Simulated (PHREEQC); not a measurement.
Make-up at 12 °C: 52 mmol/kgw RbOH and 0.75 mmol/kgw NaBF4. Closed to the air; pH follows from the charge balance.

Equilibrium calculation in PHREEQC: ion-association model, wateq4f.dat.

```
quantity                  before   after
------------------------  ------  ------
pH                         13.06   12.93
ionic strength (mol/kgw)  0.0527  0.0557
```

Q: Which change was made?
(A) NaBF4 from 0.00075 to 0.00375 mol/kgw
(B) RbOH left out
(C) 0.00086 mol/kgw KCl added
(D) NaBF4 replaced by KF at the same molality
(E) NaBF4 replaced by NaAlO2 at the same molality

A: A, NaBF4 from 0.00075 to 0.00375 mol/kgw

Precipitation was switched off in this run. At this temperature some constants are extrapolated from 25 °C, and those without enthalpy data are left unchanged. Real BF4- forms and hydrolyses slowly; the run takes it at equilibrium.
